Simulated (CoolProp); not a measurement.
Saturation properties of ethylene.

The numbers come from the reference Helmholtz-energy equation of state, Smukala 2000 in CoolProp.

```tsv
T (K)	p (MPa)	liquid density (kg/m³)	vapour density (kg/m³)	liquid cp (kJ/(kg K))	surface tension (mN/m)
149.1	0.02552	595.8	0.5847	2.404	19.8
156.5	0.04423	585.7	0.9713	2.405	18.5
164	0.07296	575.3	1.541	2.410	17.2
171.5	0.1146	564.6	2.340	2.421	16.0
179	0.1727	553.7	3.420	2.438	14.7
186.5	0.2509	542.4	4.844	2.463	13.5
193.9	0.3518	531.0	6.651	2.495	12.3
201.4	0.4822	518.9	8.967	2.537	11.1
208.9	0.6454	506.4	11.86	2.592	9.87
216.4	0.8458	493.2	15.45	2.661	8.70
223.8	1.085	479.5	19.80	2.748	7.57
231.3	1.373	464.7	25.20	2.862	6.45
238.8	1.713	448.8	31.86	3.014	5.35
```

It boils at 169.4 K under 1 atm.

Surface tension comes from a separate correlation (Mulero 2012).
